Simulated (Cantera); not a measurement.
An adiabatic, constant-pressure homogeneous reactor starts with 22.2 % H2, 16.4 % O2, 61.4 % N2, equivalence ratio 0.68, at 1350 K and 6080 Torr.

Computed with Cantera and GRI-Mech 3.0 (53 species, 325 reactions). The hydrogen kinetics of GRI-Mech 3.0 are dated; newer H2 mechanisms differ, most at raised pressure.

Predict: time of steepest temperature rise; temperature at 0.100 s; equilibrium temperature; x(H2) at 0.100 s; x(O2) at 0.100 s; x(NO) at 0.100 s; x(HO2) at 0.100 s; x(O) at 0.100 s; x(NO2) at 0.100 s.


```json
{
 "time_of_steepest_temperature_rise": "3.69 µs",
 "temperature at 0.100 s": "2732 K",
 "equilibrium_temperature": "2732 K",
 "x(H2) at 0.100 s": "0.00620 (gas-phase equilibrium 0.00620)",
 "x(O2) at 0.100 s": "0.0483 (gas-phase equilibrium 0.0483)",
 "x(NO) at 0.100 s": "0.0149 (gas-phase equilibrium 0.0149)",
 "x(HO2) at 0.100 s": "2.12e-5 (gas-phase equilibrium 2.12e-5)",
 "x(O) at 0.100 s": "0.00320 (gas-phase equilibrium 0.00320)",
 "x(NO2) at 0.100 s": "1.45e-5 (gas-phase equilibrium 1.45e-5)"
}
```
